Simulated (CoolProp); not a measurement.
2000 sccm (0 °C, 1 atm) of nitrogen bubbles through liquid octamethyltrisiloxane (MDM) at 284.8 K and leaves saturated at a total pressure of 0.00518 MPa (ideal gas phase). Each further row changes one setting.

Values from CoolProp's reference Helmholtz-energy equation of state, Thol 2017.

```csv
case,vapour pressure (kPa),mole fraction of vapour,delivery (mg/min),delivery (sccm),change of delivery for a bath 1 K warmer (%)
as stated,0.198,0.0382,837,79.3,(withheld)
bath temperature 289.8 K,0.283,0.0547,(withheld),116,7.7
total pressure 0.0104 MPa,0.198,(withheld),409,38.8,(withheld)
```

Q: What belongs in the gaps?

A: 
- as stated, change of delivery for a bath 1 K warmer (%): 7.9
- bath temperature 289.8 K, delivery (mg/min): 1220
- total pressure 0.0104 MPa, mole fraction of vapour: 0.0190
- total pressure 0.0104 MPa, change of delivery for a bath 1 K warmer (%): 7.8
